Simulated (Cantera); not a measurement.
Charge: 1 mol Al2O3, 0.52 mol Cl2, 0.22 mol N2, 0.00081 mol O2, equilibrated at 0.0300 bar.

Equilibrium computed with Cantera from the NASA thermochemical tables; the gas is ideal and each condensed phase is pure. Candidate condensed phases: Al, AlCl3, AlN, Al2O3; 24 gas species. Condensed phases not in the tables: AlOCl. Equilibrium is a limit: real reactors are often held back by kinetics, nucleation or transport.

x: gas mole fraction; n: condensed amount in mol.

```csv
T (K),x Cl2,x N2,x Cl,x O2,n Al2O3(s)
975,0.701,0.297,0.00128,0.00109,1.000
1000,0.700,0.297,0.00188,0.00110,1.000
1025,0.700,0.297,0.00270,0.00110,1.000
1050,0.699,0.296,0.00382,0.00110,1.000
1075,0.697,0.296,0.00532,0.00112,1.000
1100,0.696,0.296,0.00730,0.00114,1.000
1125,0.693,0.295,0.00986,0.00118,1.000
1150,0.690,0.295,0.0132,0.00124,1.000
1175,0.687,0.294,0.0173,0.00134,1.000
1200,0.682,0.294,0.0225,[?],1.000
1225,0.676,0.293,0.0290,[?],1.000
1250,0.669,0.291,0.0368,[?],1.000
1275,0.660,0.290,0.0463,[?],0.999
1300,0.649,0.288,0.0577,[?],0.999
```

**Question.** Fill in the missing entries.

**Answer.** 
- 1200, x O2: 0.00148
- 1225, x O2: 0.00167
- 1250, x O2: 0.00193
- 1275, x O2: 0.00226
- 1300, x O2: 0.00266
